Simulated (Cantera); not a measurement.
An adiabatic, constant-volume homogeneous reactor starts with CO : H2 : O2 : N2 = 1 : 0.048 : 0.624 : 2.35 (molar parts), at 1525 K and 1.01 bar. Integrator tolerance rtol = 1e-08.

Model: GRI-Mech 3.0 (53 species, 325 reactions), integrated in Cantera.

Task: What does this change do: pressure from 1.01 bar to 10.0 bar?

Result: 
| quantity | before | after |
|---|---|---|
| time of steepest temperature rise | 67.1 µs | 7.59 µs |
| temperature at 8.00 s | 2856 K | 3058 K |
| equilibrium temperature | 2856 K | 3058 K |
| x(CO) at 8.00 s | 0.0999 (gas-phase equilibrium 0.0999) | 0.0809 (gas-phase equilibrium 0.0809) |
| x(H2) at 8.00 s | 0.000656 (gas-phase equilibrium 0.000656) | 0.000506 (gas-phase equilibrium 0.000506) |
| x(O2) at 8.00 s | 0.0602 (gas-phase equilibrium 0.0602) | 0.0516 (gas-phase equilibrium 0.0516) |
| x(NO) at 8.00 s | 0.0190 (gas-phase equilibrium 0.0190) | 0.0227 (gas-phase equilibrium 0.0227) |
| x(NO2) at 8.00 s | 8.64e-6 (gas-phase equilibrium 8.64e-6) | 2.67e-5 (gas-phase equilibrium 2.67e-5) |
| x(CO2) at 8.00 s | 0.169 (gas-phase equilibrium 0.169) | 0.192 (gas-phase equilibrium 0.192) |
The hydrogen kinetics of GRI-Mech 3.0 are dated; newer H2 mechanisms differ, most at raised pressure. Above 3000 K some thermodynamic fits are extrapolated.
